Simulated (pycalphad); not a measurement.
Computed with pycalphad from the COST 507 light-alloy database (1999), at 1 atm. These are 1990s assessments: newer ones move some temperatures and phases. Phase fractions are per mole of atoms.

Q: Give the equilibrium state of Si-12.6Al (wt.%) at 1202 °C.

A: 
```
T = 1475.00 K, P = 101325 Pa, N = 1 mol of atoms
G = -61295 J/mol, H = 43468 J/mol, S = 71.03 J/(mol K)  (SER reference)
chemical potentials (J/mol): Si -55513, Al -99817
phase             fraction      x(Si)      x(Al)
DIAMOND_A4          0.6265     0.9999   0.000104
LIQUID              0.3735     0.6508     0.3492
```

Q: Give the equilibrium state of Si-12.6Al (wt.%) at 302 °C.

A: DIAMOND_A4, fraction 0.869, with <0.01 Al wt.%; FCC_A1, fraction 0.131, with 99.94 Al wt.%.

FCC_A1 is fcc; DIAMOND_A4 is diamond (Si).
